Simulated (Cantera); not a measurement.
Feed: 1 mol B, 9 mol O₂, 57 mol N₂, held at 2098.15 K and 0.623 Torr.

Equilibrium computed with Cantera from the NASA thermochemical tables; the gas is ideal and each condensed phase is pure. The numbers say what is thermodynamically allowed, not how fast it happens.

| species | before | after |
|---|---|---|
| O₂ | 0.110 | 0.824 |
| N₂ | 0.854 | 0.0507 |
| BO₂ | 0.00924 | 0.0487 |
| B₂O₃ | 0.00270 | 0.0274 |
| O | 0.0158 | 0.0433 |
| BO | 0.000403 | 0.000775 |
| NO | 0.00747 | 0.00498 |
Gas species are given as mole fractions.

Problem. Which change was made?
A) N₂ from 57 to 0.51 mol
B) temperature from 2098.15 K to 2448 K
C) temperature from 2098.15 K to 1023.15 K
D) temperature from 2098.15 K to 1525 K

Solution. A, N₂ from 57 to 0.51 mol
